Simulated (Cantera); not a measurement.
An isothermal plug-flow reactor at 475 K and 100000 Pa (inlet), inlet velocity 0.54 m/s, active area per volume 630 1/m; feed CO : O2 : N2 : H2O = 0.0077 : 0.14 : 0.79 : 0.051 (molar parts), equivalence ratio 0.027.

Model: Deutschmann's 1995 Pt surface mechanism with GRI-Mech 3.0 gas chemistry, integrated in Cantera. Catalytic surfaces can have several steady states; this one follows from the mechanism file's or the stated starting coverage. Mass transfer to the wall is taken as infinitely fast.

Q: What does this change do: temperature 475 to 975 K?

A: 
| quantity | before | after |
|---|---|---|
| x(CO) at z = 0.0034 m | 0.00779 | <1e-12 |
| x(O2) at z = 0.0034 m | 0.142 | 0.138 |
| x(H2O) at z = 0.0034 m | 0.0516 | 0.0518 |
| x(CO2) at z = 0.0034 m | 3.74e-9 | 0.00782 |
| θ(O*) at the exit | 0.998 | 0.840 |
| θ(OH*) at the exit | 0.00190 | 0.00405 |
